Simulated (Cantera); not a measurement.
Input (Python, Cantera) and output of one run.

```python
import numpy as np
import cantera as ct

gas_names = """
    H H2 N NH NH2 NH3 N2 N2H2 N2H4 Si SiH SiH2 SiH3 SiH4 SiN Si2 Si2N Si3
""".split()
cond_names = """
    Si(cr) Si(L) Si3N4(a)
""".split()


# ... load() reads the species with a 1 bar reference pressure and builds the phases ...
atoms = {
    'trisilylamine': {'Si': 3, 'N': 1, 'H': 9},
    'N2': {'N': 2},
    'H2': {'H': 2},
}
top_T = {'Si3N4(a)': 2400}  # K; cautious upper limits of use, not melting points


# ... equilibrate(T, P, feed) seeds the gas with the atoms and calls Mixture.equilibrate('TP', solver="vcs", rtol=1e-11, max_steps=5000) ...
results = []
feed = {'trisilylamine': 1, 'N2': 0.78, 'H2': 0.52}  # mol
T = 1675  # K
P = 10000  # Pa
mix = equilibrate(T, P, feed)
results.append((T, P, feed, dict(zip(mix.species_names, mix.species_moles))))
print(gas.report(threshold=0.001))
for i in range(1, mix.n_phases):
    print(f"{mix.phase(i).name:16s} {mix.phase_moles(i):12.5e} mol")
```

Output:

```
       temperature   1675 K
          pressure   10000 Pa
           density   0.0016394 kg/m^3
  mean mol. weight   2.2832 kg/kmol
   phase of matter   gas

                          1 kg             1 kmol
                     ---------------   ---------------
          enthalpy        1.8467e+07        4.2162e+07  J
   internal energy        1.2367e+07        2.8236e+07  J
           entropy             88820        2.0279e+05  J/K
    Gibbs function       -1.3031e+08       -2.9751e+08  J
 heat capacity c_p             14479             33058  J/K
 heat capacity c_v             10837             24743  J/K

                      mass frac. Y      mole frac. X     chem. pot. / RT
                     ---------------   ---------------   ---------------
                H2           0.87358           0.98935           -21.243
                N2           0.12602          0.010271           -33.239
     [  +16 minor]        0.00040273        0.00038377

Si(cr)            1.15807e+00 mol
Si3N4(a)          6.13947e-01 mol
```

These are equilibrium values from Cantera (NASA tables, ideal gas, pure condensed phases), not measurements of a reactor. The feed counts by its element totals alone. Mutual solubility and eutectic melting of coexisting phases are not modelled. Gases not in the tables: Si2H6 and higher silanes.
